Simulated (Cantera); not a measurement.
A closed system holds: 1 mol CO2, 0.017 mol SO2, 0.076 mol O2, held at 2002 °C and 29.0 Pa.

Method: chemical equilibrium by Gibbs-energy minimisation in Cantera with the NASA 1993 tables (ideal gas, pure condensed phases). Candidate condensed phases: C, S; 22 gas species. Rates play no part.

Base state: CO 0.390, CO2 0.294, O2 0.193, O 0.111, SO2 0.00981, SO 0.00174, S 8.71e-5 (mole fractions); condensed: gas only.

Problem. What changes in the equilibrium state with this change: SO2 from 0.017 to 0.67 mol?

Solution. 
| species | before | after |
|---|---|---|
| CO | 0.390 | 0.271 |
| SO2 | 0.00981 | 0.249 |
| CO2 | 0.294 | 0.180 |
| SO | 0.00174 | 0.0503 |
| O2 | 0.193 | 0.149 |
| O | 0.111 | 0.0973 |
| S | 8.71e-5 | 0.00286 |
